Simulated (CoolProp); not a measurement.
A closed Brayton cycle with carbon dioxide: compressor inlet 329.15 K and 8.8 MPa, high pressure 20.2 MPa, turbine inlet 970 K, compressor efficiency 0.85, turbine efficiency 0.85, recuperator effectiveness 0.95 (on enthalpy, no pinch check). Each further row changes one setting.

Computed with CoolProp (reference Helmholtz-energy equation of state, Span 1996).

| case | thermal efficiency (%) | net work (kJ/kg) | compressor to turbine work | compressor exit (K) | turbine exit (K) |
|---|---|---|---|---|---|
| as stated | 37.4 | 82.6 | 0.34 | 398.2 | 865.1 |
| turbine inlet 920 K | 35.9 | 75.8 | ? | 398.2 | ? |
| compressor inlet 339.15 K | 36.6 | ? | 0.38 | 413.4 | 865.1 |
| high pressure 17.2 MPa | ? | ? | ? | 384.5 | ? |
| recuperator effectiveness 0.5 | 17.7 | 82.6 | 0.34 | 398.2 | 865.1 |

Task: Fill in the missing entries.

Result: 
- turbine inlet 920 K, compressor to turbine work: 0.36
- turbine inlet 920 K, turbine exit (K): 818.7
- compressor inlet 339.15 K, net work (kJ/kg): 77.3
- high pressure 17.2 MPa, thermal efficiency (%): 36.0
- high pressure 17.2 MPa, net work (kJ/kg): 68.9
- high pressure 17.2 MPa, compressor to turbine work: 0.32
- high pressure 17.2 MPa, turbine exit (K): 884.8
